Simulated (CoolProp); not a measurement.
The fluid at 293.15 K and 10 MPa is throttled through a valve to 3.5 MPa with no heat exchange. The same conditions are run with several fluids, on thermodynamics alone (safety and materials aside).

Model: reference Helmholtz-energy equation of state of each fluid (isobutane: Bücker 2006; n-undecane: Aleksandrov 2011; cyclopentane: Gedanitz 2015; C3F8 (R218): Lemmon 2006; R115: Lemmon 2016), in CoolProp.

### Question
Rank isobutane, n-undecane, cyclopentane, C3F8 (R218), R115 by temperature change (K), highest first.

### Answer
cyclopentane (+3.1), n-undecane (+2.8), isobutane (+2.1), R115 (+0.7), C3F8 (R218) (+0.4)

```csv
fluid,final density (kg/m³)
isobutane,561
n-undecane,741
cyclopentane,746
C3F8 (R218),1390
R115,1330
```
